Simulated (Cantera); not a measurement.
Feed: 1 mol Si3N4, 0.25 mol Si, 0.064 mol H2, equilibrated at 2023.15 K and 44.0 Pa.

Method: chemical equilibrium by Gibbs-energy minimisation in Cantera with the NASA 1993 tables (ideal gas, pure condensed phases). Candidate condensed phases: Si, Si3N4; 18 gas species. The tables' values for SiN are old estimates; treat these amounts as uncertain. Kinetics and transport are ignored.

Base state: N2 0.834, Si 0.130, H2 0.0202, H 0.0129, Si2 0.00142, Si2N 0.000786, SiN 0.000612, Si3 0.000301 (mole fractions); condensed: Si(l).

### Question
What changes in the equilibrium state with this change: H2 from 0.064 to 3.5 mol?

### Answer
```
species       before     after
----------  --------  --------
H2            0.0202     0.499
N2             0.834     0.303
Si             0.130     0.130
H             0.0129    0.0640
SiH2         2.44e-6   6.04e-5
SiH         0.000248   0.00123
SiN         0.000612  0.000369
Si(l), mol      2.92      2.36
```
Gases not in the tables: Si2H6 and higher silanes.

### Question
What changes in the equilibrium state with this change: temperature from 2023.15 K to 2950 K?

### Answer
| species | before | after |
|---|---|---|
| Si | 0.130 | 0.604 |
| N2 | 0.834 | 0.372 |
| H | 0.0129 | 0.0238 |
| H2 | 0.0202 | 1.36e-5 |
| Si3 | 0.000301 | 4.40e-8 |
| N | 5.47e-8 | 0.000292 |
| Si2N | 0.000786 | 9.68e-7 |
| SiH | 0.000248 | 6.89e-6 |
| Si(l), mol | 2.92 | 0 |

### Question
What changes in the equilibrium state with this change: temperature from 2023.15 K to 3000 K?

### Answer
| species | before | after |
|---|---|---|
| Si | 0.130 | 0.604 |
| N2 | 0.834 | 0.372 |
| H | 0.0129 | 0.0238 |
| H2 | 0.0202 | 9.98e-6 |
| Si3 | 0.000301 | 2.69e-8 |
| N | 5.47e-8 | 0.000405 |
| Si2N | 0.000786 | 6.88e-7 |
| Si(l), mol | 2.92 | 0 |
